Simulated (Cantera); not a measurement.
**Equilibrium for fluorocarbon and chlorocarbon gases: c-C₄F₈ + HCl + H₂**

A closed system holds: 1 mol c-C₄F₈, 2 mol HCl, 0.23 mol H₂, equilibrated at 0.00133 bar.

Cantera equilibrium calculation (NASA polynomials, part measured and part estimated; ideal gas, pure solids and liquids). Candidate condensed phases: C, C₆H₆, C₇H₈, C₈H₁₈; 118 gas species. The feed counts by its element totals alone. Condensed phases not in the tables: fluorocarbon polymer. Gases not in the tables: C₂F₆ and larger saturated fluorocarbons. Rates play no part.

From 600 °C to 1900 °C the condensed part is C(graphite). The main C-bearing gas is CF₄ at 600 °C and CF₂ at 1900 °C.

```tsv
T (°C)	log p HF	log p CF₄	log p Cl	log p HCl	log p F	log p CF₂	log p Cl₂	n C(graphite)
600	-3.50	-3.29	-6.39	-3.38	-14.43	-13.06	-4.07	2.26
700	-3.39	-3.32	-5.53	-3.51	-12.50	-11.34	-3.89	2.34
800	-3.32	-3.35	-4.86	-3.65	-10.92	-9.94	-3.79	2.41
900	-3.28	-3.38	-4.33	-3.80	-9.62	-8.78	-3.76	2.47
1000	-3.25	-3.40	-3.92	-3.98	-8.52	-7.81	-3.81	2.51
1100	-3.25	-3.44	-3.63	-4.21	-7.58	-6.99	-3.98	2.55
1200	-3.25	-3.47	-3.46	-4.49	-6.77	-6.28	-4.29	2.58
1300	-3.25	-3.49	-3.39	-4.82	-6.07	-5.66	-4.71	2.59
1400	-3.25	-3.50	-3.36	-5.14	-5.44	-5.12	-5.16	2.59
1500	-3.26	-3.53	-3.36	-5.45	-4.89	-4.64	-5.60	2.57
1600	-3.27	-3.58	-3.36	-5.74	-4.40	-4.23	-6.01	2.52
1700	-3.30	-3.71	-3.39	-6.01	-3.99	-3.91	-6.43	2.43
1800	-3.35	-4.01	-3.44	-6.26	-3.66	-3.71	-6.85	2.37
1900	-3.40	-4.59	-3.49	-6.42	-3.44	-3.68	-7.24	2.51
```
log p: log10 of the partial pressure in bar; n: condensed amount in mol.
